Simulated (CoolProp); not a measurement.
R125 along the isobar 5.38 MPa: fugacity coefficient from the reference equation and from simpler models built on Tc = 66.0 °C, pc = 3.618 MPa, ω = 0.305; each cubic takes its own stable root.

Computed with CoolProp (reference Helmholtz-energy equation of state, Lemmon 2005).

```tsv
T (°C)	phase	reference	van der Waals	Soave-Redlich-Kwong
31.25	liquid	0.2719	0.3931	0.2833
46.35	liquid	0.3590	0.4527	0.3730
61.35	liquid	0.4528	0.5117	0.4679
76.45	supercritical	0.5478	0.5692	0.5606
91.45	supercritical	0.6272	0.6220	0.6364
106.55	supercritical	0.6835	0.6674	0.6927
121.55	supercritical	0.7272	0.7034	0.7374
136.55	supercritical	0.7632	0.7331	0.7748
151.65	supercritical	0.7937	0.7585	0.8069
166.65	supercritical	0.8196	0.7805	0.8344
181.75	supercritical	0.8420	0.8000	0.8584
196.75	supercritical	0.8614	0.8172	0.8793
211.85	supercritical	0.8785	0.8327	0.8977
226.85	supercritical	0.8934	0.8465	0.9138
```
